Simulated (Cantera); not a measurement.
PbO + H2 + N2 (hydrogen reduction and annealing atmospheres)

A closed system holds: 1 mol PbO, 1.4 mol H2, 0.36 mol N2, equilibrated at 0.133 bar.

Method: chemical equilibrium by Gibbs-energy minimisation in Cantera with the NASA 1993 tables (ideal gas, pure condensed phases). Candidate condensed phases: H2O, Pb, PbO, PbO2, Pb3O4; 27 gas species. Gases not in the tables: (PbO)n polymers. Kinetics and transport are ignored.

```tsv
T (°C)	x H2O	x Pb	x H2	x N2	n Pb(l)
400	0.568	2.30e-9	0.227	0.205	1.00
550	0.568	1.01e-6	0.227	0.205	1.000
700	0.568	6.56e-5	0.227	0.205	1.000
850	0.567	0.00137	0.227	0.204	0.998
1000	0.560	0.0138	0.224	0.202	0.975
1150	0.520	0.0841	0.208	0.187	0.838
1300	0.363	0.360	0.146	0.131	0.00498
1450	0.361	0.361	0.146	0.130	0
```
x: gas mole fraction; n: condensed amount in mol.

From 400 °C to 1300 °C the condensed part is Pb(l). At 1450 °C nothing is condensed.
